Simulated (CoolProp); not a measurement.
R114 at several states: Z from the reference equation and from simpler models built on Tc = 147.5 °C, pc = 33.52 bar, ω = 0.252; each cubic takes its own stable root.

Computed with CoolProp (reference Helmholtz-energy equation of state, Platzer 1990). This equation is an older, rougher fit; its heat capacities, sound speeds and derivatives of the liquid may be far off and weren't checked against measurements.

| T (°C) | p (bar) | phase | reference |
|---|---|---|---|
| 11.95 | 45.4 | liquid | 0.2168 |
| 129.15 | 51.1 | liquid | 0.2397 |
| 121.05 | 91.3 | liquid | 0.3989 |
| 162.85 | 38.4 | supercritical | 0.4615 |
| 40.25 | 3.06 | gas | 0.9144 |

### Question
How far does each simpler model (Redlich-Kwong, Soave-Redlich-Kwong, Peng-Robinson) lie from the reference over these 5 states: mean and median of the absolute difference, and the worst?

### Answer
- Redlich-Kwong: mean 5.7 %, median 6.2 %, worst +11.9 % at 129.15 °C and 51.1 bar
- Soave-Redlich-Kwong: mean 4.7 %, median 5.0 %, worst +9.6 % at 129.15 °C and 51.1 bar
- Peng-Robinson: mean 3.6 %, median 2.2 %, worst -8.7 % at 11.95 °C and 45.4 bar
